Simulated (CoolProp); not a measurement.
Vapour-liquid equilibrium of benzene (1) + octamethylcyclotetrasiloxane (D4) (2) at 0.165 MPa; x and y are mole fractions of (1).

Values from CoolProp's multi-fluid Helmholtz-energy mixture model, Thol 2012 and Thol 2015; pair parameters Bell 2016.

**Question.** Give the bubble temperature and the first vapour's composition at x = 0.05, 0.35, 0.95. Is there an azeotrope?

**Answer.** x = 0.05: 186.7 °C, y = 0.218; x = 0.35: 138.5 °C, y = 0.851; x = 0.95: 98.7 °C, y = 0.997. No azeotrope shows between x = 0.05 and 0.95.

Pair parameters are fitted to limited data, so mixtures are less certain than the pure fluids.
